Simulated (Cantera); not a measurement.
An isothermal, constant-pressure homogeneous reactor starts with 14.7 % H₂, 61.3 % O₂, 23.9 % N₂, equivalence ratio 0.12, at 900 K and 0.0267 bar.

Computed with Cantera and the H2/O2 subset of GRI-Mech 3.0, which has no nitrogen chemistry. Radical loss at walls, strong at low pressure, is not modelled. Below about 950 K walls govern HO2 and H2O2 in real vessels. The temperature is held fixed by assumption; the heat of reaction is taken as removed at once.

x: mole fraction; the columns are a selection and need not sum to one.

| t (s) | x H₂ | x O₂ | x H | x OH | x O |
|---|---|---|---|---|---|
| 0.000400 | 0.147 | 0.613 | 5.56e-11 | 6.92e-12 | 2.14e-11 |
| 0.000875 | 0.147 | 0.613 | 4.63e-10 | 6.11e-11 | 2.01e-10 |
| 0.00191 | 0.147 | 0.613 | 3.54e-8 | 4.72e-9 | ? |
| 0.00418 | 0.146 | 0.613 | 0.000448 | 6.27e-5 | ? |
| 0.00915 | 0.00698 | 0.580 | 0.00468 | 0.00150 | ? |
| 0.0200 | 0.00137 | 0.583 | 7.37e-5 | 0.000204 | ? |
| 0.0437 | 0.000505 | 0.583 | 8.98e-6 | 8.30e-5 | ? |
| 0.0956 | 0.000179 | 0.583 | 1.57e-6 | 4.41e-5 | ? |
| 0.209 | 5.32e-5 | 0.583 | 2.55e-7 | 2.48e-5 | ? |
| 0.457 | 1.24e-5 | 0.583 | 3.47e-8 | 1.37e-5 | ? |
| 1.00 | 2.30e-6 | 0.583 | 4.18e-9 | 7.27e-6 | ? |

Question: What belongs in the gaps?

Answer: 
- 0.00191, x O: 1.56e-8
- 0.00418, x O: 0.000194
- 0.00915, x O: 0.00305
- 0.0200, x O: 0.000322
- 0.0437, x O: 8.82e-5
- 0.0956, x O: 2.80e-5
- 0.209, x O: 8.04e-6
- 0.457, x O: 2.04e-6
- 1.00, x O: 5.02e-7
